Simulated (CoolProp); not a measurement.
Aqueous ammonia as a coolant, at 18 °C, 1 atm.

The numbers come from the Melinder's fits for secondary coolants in CoolProp.

```json
[
 {"mass %": "4.7", "freezing point (°C)": "___", "viscosity (mPa s)": "1.15", "conductivity (W/(m K))": "0.560", "density (kg/m³)": "978.6", "Prandtl number": "8.62"},
 {"mass %": "7.7", "freezing point (°C)": "-9.9", "viscosity (mPa s)": "___", "conductivity (W/(m K))": "0.540", "density (kg/m³)": "___", "Prandtl number": "9.12"},
 {"mass %": "10.6", "freezing point (°C)": "-14.6", "viscosity (mPa s)": "___", "conductivity (W/(m K))": "0.523", "density (kg/m³)": "955.9", "Prandtl number": "9.68"},
 {"mass %": "13.5", "freezing point (°C)": "-20.1", "viscosity (mPa s)": "1.25", "conductivity (W/(m K))": "___", "density (kg/m³)": "945.6", "Prandtl number": "10.4"},
 {"mass %": "16.4", "freezing point (°C)": "-26.5", "viscosity (mPa s)": "1.30", "conductivity (W/(m K))": "0.492", "density (kg/m³)": "935.6", "Prandtl number": "11.1"},
 {"mass %": "19.4", "freezing point (°C)": "-34.6", "viscosity (mPa s)": "1.34", "conductivity (W/(m K))": "0.478", "density (kg/m³)": "___", "Prandtl number": "___"},
 {"mass %": "22.3", "freezing point (°C)": "-44.3", "viscosity (mPa s)": "1.35", "conductivity (W/(m K))": "0.467", "density (kg/m³)": "916.4", "Prandtl number": "12.2"},
 {"mass %": "25.2", "freezing point (°C)": "-56.4", "viscosity (mPa s)": "1.34", "conductivity (W/(m K))": "0.457", "density (kg/m³)": "907.4", "Prandtl number": "12.4"}
]
```

**Question.** Fill in the missing entries.

**Answer.** 
- 4.7, freezing point (°C): -5.7
- 7.7, viscosity (mPa s): 1.18
- 7.7, density (kg/m³): 966.8
- 10.6, viscosity (mPa s): 1.21
- 13.5, conductivity (W/(m K)): 0.507
- 19.4, density (kg/m³): 925.7
- 19.4, Prandtl number: 11.8
